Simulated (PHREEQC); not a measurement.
Dissolve 7.8e-05 mol/kgw NaHCO3 and 0.00018 mol/kgw FeCl2 at 25 °C. Closed to the air; pH follows from the charge balance.

Computed with PHREEQC (ion-association model, phreeqc.dat).

No solid was allowed to form.

Task: Predict the pH.

Result: pH 7.66.

Task: In which forms is C present?

Result: HCO3- 93 %, CO2 4.5 %, FeHCO3+ 1.5 %, FeCO3 0.7 % of the C.

Examples of supersaturated solids here: Siderite. Others may be too.
